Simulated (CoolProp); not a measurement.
Properties of ethanol at several states.

The numbers come from the reference Helmholtz-energy equation of state, Schroeder 2014 in CoolProp.

```tsv
T (K)	p (kPa)	phase	density (kg/m³)	isothermal compressibility (1/MPa)	viscosity (µPa s)	Prandtl number
401	12600	liquid	[?]	[?]	[?]	5.71
285.6	450	liquid	796.2	[?]	1390	[?]
541.9	2160	gas	24.16	[?]	16.3	0.866
```

Question: What belongs in the gaps?

Answer: 
- 401, density (kg/m³): 701.9
- 401, isothermal compressibility (1/MPa): 0.002152
- 401, viscosity (µPa s): 258
- 285.6, isothermal compressibility (1/MPa): 0.001066
- 285.6, Prandtl number: 19.6
- 541.9, isothermal compressibility (1/MPa): 0.5101

Viscosity comes from a separate model (Kiselev 2005). Thermal conductivity comes from a separate model (Assael 2013).
